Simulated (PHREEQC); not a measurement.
HF is added in steps, without added water, to 1 kg of water holding 0.001 mol NaHSO4 and 8.7e-05 mol Na2SO4, at 39 °C. Oxygen is held at 0.21 atm. The system is closed to CO2. Only these solids could form: Mirabilite.

Base run: PHREEQC, ion-association model, wateq4f.dat. Each further column changes one thing. The table gives F- (mol/kgw).

```
HF added (mol)      base  diluted 2-fold with water  Na2SO4 from 8.7e-05 to 8.7e-06 mol/kgw  no solid may form
--------------  --------  -------------------------  --------------------------------------  -----------------
0                      0                          0                                       0                  0
6.25e-05         2.41e-5                        ___                                 2.39e-5            2.41e-5
0.000125         4.74e-5                        ___                                 4.71e-5            4.74e-5
0.0001875        7.02e-5                    9.38e-5                                 6.98e-5            7.02e-5
0.00025          9.24e-5                        ___                                 9.18e-5            9.24e-5
0.0003125       0.000114                        ___                                0.000113           0.000114
0.000375        0.000135                   0.000176                                0.000134           0.000135
0.0004375       0.000156                   0.000201                                0.000155           0.000156
0.0005          0.000176                   0.000225                                0.000175           0.000176
```

Question: What belongs in the gaps?

Answer: 
- 6.25e-05, diluted 2-fold with water: 3.30e-5
- 0.000125, diluted 2-fold with water: 6.42e-5
- 0.00025, diluted 2-fold with water: 0.000122
- 0.0003125, diluted 2-fold with water: 0.000149

Constants without temperature data keep their 25 °C values here.
